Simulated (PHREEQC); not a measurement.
Metal-bearing waste water: speciation

Dissolve 0.33 mol CdCl2, 0.053 mol NiCl2 and 0.0082 mol NaHCO3 per kg of water at 25 °C. Closed to the air; pH follows from the charge balance.

Equilibrium calculation in PHREEQC: ion-association model, wateq4f.dat.

No solid was allowed to form.

Problem. What pH, ionic strength does the model give?

Solution. pH 5.89; ionic strength 0.387 mol/kgw.

Problem. In which forms is Cl present?

Solution. Cl- 40 %, CdCl2 27 %, CdCl+ 24 %, CdCl3- 7.6 %, NiCl+ 1.0 %, NiCl2 0.9 % of the Cl.

Saturation is exceeded, for instance for Otavite; the values hold only as long as no solid forms.
